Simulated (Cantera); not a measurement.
Charge: 1 mol HCl, 0.37 mol H₂, equilibrated at 3.50 bar.

These are equilibrium values from Cantera (NASA tables, ideal gas, pure condensed phases), not measurements of a reactor. The numbers say what is thermodynamically allowed, not how fast it happens.

x: gas mole fraction; nothing condenses.

| T (K) | x HCl | x H₂ | x Cl | x H | x Cl₂ |
|---|---|---|---|---|---|
| 2123 | 0.727 | 0.270 | 0.00197 | 0.000997 | 1.03e-5 |
| 2223 | 0.725 | 0.270 | 0.00346 | 0.00178 | 1.66e-5 |
| 2323 | 0.721 | 0.270 | 0.00580 | 0.00303 | 2.57e-5 |
| 2423 | 0.715 | 0.270 | 0.00928 | 0.00493 | 3.80e-5 |
| 2523 | 0.708 | 0.270 | 0.0143 | 0.00773 | 5.43e-5 |
| 2623 | 0.697 | 0.270 | 0.0211 | 0.0117 | 7.46e-5 |
| 2723 | 0.682 | 0.270 | 0.0302 | 0.0172 | 9.90e-5 |
| 2823 | 0.664 | 0.270 | 0.0417 | 0.0246 | 0.000127 |
| 2923 | 0.641 | 0.269 | 0.0560 | 0.0343 | 0.000157 |
| 3023 | 0.613 | 0.267 | ___ | ___ | ___ |
| 3123 | 0.580 | 0.264 | ___ | ___ | ___ |
| 3223 | 0.543 | 0.260 | 0.114 | 0.0815 | 0.000245 |
| 3323 | 0.503 | 0.254 | 0.138 | 0.104 | 0.000268 |
| 3423 | 0.459 | 0.246 | 0.163 | 0.131 | 0.000283 |

Question: Fill in the missing entries.

Answer: 
- 3023, x Cl: 0.0730
- 3023, x H: 0.0468
- 3023, x Cl₂: 0.000188
- 3123, x Cl: 0.0926
- 3123, x H: 0.0624
- 3123, x Cl₂: 0.000218
